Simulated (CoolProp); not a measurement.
Vapour-liquid equilibrium of carbon dioxide (1) + R134a (2) at -41.35 °C; x and y are mole fractions of (1).

The numbers come from the multi-fluid Helmholtz-energy mixture model, Span 1996 and Tillner-Roth 1994; pair parameters Bell 2016 in CoolProp.

Q: Give the bubble pressure and the first vapour's composition at x = 0.35, 0.75, 0.85. Is there an azeotrope?

A: x = 0.35: 358.0 kPa, y = 0.906; x = 0.75: 722.8 kPa, y = 0.978; x = 0.85: 811.8 kPa, y = 0.987. No azeotrope shows between x = 0.05 and 0.95.

The pair parameters rest on a limited set of measurements; away from them the model extrapolates.
